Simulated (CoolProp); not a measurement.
Model: reference Helmholtz-energy equation of state, Lemmon 2009, in CoolProp.

**Question.** Give the vapour pressure (MPa), liquid cp (kJ/(kg K)), liquid conductivity (mW/(m K)) of saturated propane at -92.45, -70.85, -62.25 °C.

**Answer.** 
| T (°C) | p (MPa) | liquid cp (kJ/(kg K)) | liquid conductivity (mW/(m K)) |
|---|---|---|---|
| -92.45 | 0.00535 | 2.07 | 160 |
| -70.85 | 0.0232 | 2.13 | 147 |
| -62.25 | 0.0378 | 2.16 | 142 |

Thermal conductivity comes from a separate model (Marsh 2002).
